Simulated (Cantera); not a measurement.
Charge: 1 mol CH₃OH, 0.11 mol H₂O, 0.43 mol N₂, 0.022 mol O₂, at 1330 Pa.

Equilibrium computed with Cantera from the NASA thermochemical tables; the gas is ideal and each condensed phase is pure. Candidate condensed phases: C, C₆H₆, C₇H₈, C₈H₁₈, H₂O; 136 gas species. Kinetics and transport are ignored.

### Question
Which condensed phases are stable at each of these points (T (°C)): 477, 552, 627, 702, 777, 852, 927, 1002, 1077, 1152, 1227, 1302, 1377?

### Answer
| T (°C) | condensed phases | C condensed (%) |
|---|---|---|
| 477 | C(graphite) | 32.6 |
| 552 | C(graphite) | 3.3 |
| 627 | gas only | 0.0 |
| 702 | gas only | 0.0 |
| 777 | gas only | 0.0 |
| 852 | gas only | 0.0 |
| 927 | gas only | 0.0 |
| 1002 | gas only | 0.0 |
| 1077 | gas only | 0.0 |
| 1152 | gas only | 0.0 |
| 1227 | gas only | 0.0 |
| 1302 | gas only | 0.0 |
| 1377 | gas only | 0.0 |

From 477 °C to 552 °C the condensed part is C(graphite). From 627 °C to 1377 °C nothing is condensed.
